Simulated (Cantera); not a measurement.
Input: 1 mol SiHCl3, 0.012 mol CH4, 490 mol H2, held at 16.0 mbar.

Method: chemical equilibrium by Gibbs-energy minimisation in Cantera with the NASA 1993 tables (ideal gas, pure condensed phases). Candidate condensed phases: C, C6H6, C7H8, C8H18, Si, SiC; 109 gas species. Mutual solubility and eutectic melting of coexisting phases are not modelled. The tables' values for SiCl are old estimates; treat these amounts as uncertain. Gases not in the tables: Si2H6 and higher silanes. The numbers say what is thermodynamically allowed, not how fast it happens.

x: gas mole fraction; n: condensed amount in mol.

```tsv
T (K)	x H2	x H	x HCl	x Si	x Cl	n Si(s)	n SiC(s)	n Si(l)
1100	0.994	2.04e-7	0.00589	…	1.08e-9	0.942	0.0118	0
1250	0.994	3.81e-6	0.00591	…	1.94e-8	0.943	0.0118	0
1400	0.994	3.83e-5	0.00589	…	1.87e-7	0.937	0.0118	0
1550	0.994	0.000248	0.00586	…	1.17e-6	0.928	0.0119	0
1700	0.993	0.00116	0.00584	…	5.31e-6	0	0.0117	0.893
1850	0.989	0.00424	0.00584	…	1.90e-5	0	0.00886	0.679
2000	0.979	0.0127	0.00585	…	5.66e-5	0	0	0
2150	0.959	0.0327	0.00580	0.00180	0.000145	0	0	0
2300	0.919	0.0733	0.00553	0.00184	0.000318	0	0	0
2450	0.846	0.146	0.00502	0.00180	0.000615	0	0	0
2600	0.733	0.260	0.00424	0.00171	0.00105	0	0	0
```

### Question
What belongs in the gaps?

### Answer

- 1100, x Si: 1.48e-12
- 1250, x Si: 5.19e-10
- 1400, x Si: 5.14e-8
- 1550, x Si: 2.08e-6
- 1700, x Si: 4.24e-5
- 1850, x Si: 0.000403
- 2000, x Si: 0.00166
